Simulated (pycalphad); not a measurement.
Phase fractions of Ti-1.601Si-1.398V (wt.%)

CALPHAD calculation (pycalphad, COST 507 light-alloy database (1999)), 1 atm. The database dates from 1999; later assessments differ in places, in temperatures and in the compounds included. Not assessed as a whole: an extrapolation from subsystems, which can miss ternary compounds. Phase fractions are per mole of atoms. Diffusion is slow at the low end, where real alloys seldom reach equilibrium.

```tsv
T (K)	LIQUID	BCC_A2	SITI3	HCP_A3
1890	1.000	-	-	-
1810	0.297	0.703	-	-
1730	0.087	0.913	-	-
1330	-	1.000	-	-
1250	-	0.979	0.021	-
1170	-	0.954	0.046	-
1090	-	0.387	0.077	0.536
1010	-	0.052	0.089	0.859
930	-	0.006	0.093	0.902
850	-	trace	0.094	0.905
770	-	0.003	0.095	0.901
690	-	0.007	0.097	0.896
610	-	0.010	0.098	0.892
530	-	0.011	0.099	0.889
```

Database names, with the compositions (at.%) that they take in these runs: SITI3: Ti 75 Si 25. BCC_A2 is bcc; HCP_A3 is hcp.
